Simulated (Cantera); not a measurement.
**Thermodynamics of fluorocarbon and chlorocarbon gases, feed c-C4F8 + H2 + F2**

A closed system holds: 1 mol c-C4F8, 0.4 mol H2, 0.05 mol F2, equilibrated at 0.133 bar.

Method: chemical equilibrium by Gibbs-energy minimisation in Cantera with the NASA 1993 tables (ideal gas, pure condensed phases). Candidate condensed phases: C, C6H6, C7H8, C8H18; 95 gas species. The feed counts by its element totals alone. The tables' values for C2F4 are old estimates; treat these amounts as uncertain. Gases not in the tables: C2F6 and larger saturated fluorocarbons. Rates play no part.

| T (K) | x CF4 | x HF | x CF2 | x F | x CF3 | n C(graphite) |
|---|---|---|---|---|---|---|
| 1848 | 0.688 | 0.303 | 0.00647 | 0.000972 | 0.00119 | 2.17 |
| 1923 | 0.681 | 0.302 | 0.0130 | 0.00217 | 0.00209 | 2.16 |
| 1998 | 0.668 | 0.300 | 0.0245 | 0.00454 | 0.00350 | 2.14 |
| 2073 | 0.646 | 0.296 | 0.0439 | 0.00898 | 0.00557 | 2.12 |
| 2148 | 0.611 | 0.289 | 0.0745 | 0.0168 | 0.00842 | 2.08 |
| 2223 | 0.559 | 0.279 | 0.120 | 0.0300 | 0.0120 | 2.02 |
| 2298 | 0.487 | 0.264 | 0.181 | 0.0507 | 0.0161 | 1.93 |
x: gas mole fraction; n: condensed amount in mol.

From 1848 K to 2298 K the condensed part is C(graphite). The main C-bearing gas is CF4 throughout. The share of C in condensed phases is highest at 1848 K (54.2 %) and lowest at 2298 K (48.1 %).
